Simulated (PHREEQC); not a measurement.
1 kg of water meets 20 L of dry gas (N2 1 by moles) at fixed total pressure, at 80 °C; fugacities by Peng-Robinson. The gases take part in no redox reaction, some water evaporates into the gas, and hydrates or a liquid gas phase aren't modelled. No solid was allowed to form.

The numbers come from PHREEQC with the ion-association model, phreeqc.dat.

| P (atm) | dissolved N2 (mol/kgw) | φ of N2 |
|---|---|---|
| 2 | 0.000698 | 1.001 |
| 5 | 0.00206 | 1.000 |
| 10 | 0.00430 | 1.000 |
| 20 | 0.00872 | 1.000 |
| 30 | 0.0131 | 1.000 |
| 40 | 0.0173 | 1.000 |
| 50 | 0.0215 | 1.000 |
| 75 | 0.0316 | 1.002 |
| 100 | 0.0412 | 1.006 |
| 150 | 0.0594 | 1.015 |
| 200 | 0.0764 | 1.028 |
| 300 | 0.107 | 1.064 |
| 400 | 0.135 | 1.112 |

At this temperature some constants are extrapolated from 25 °C, and those without enthalpy data are left unchanged.
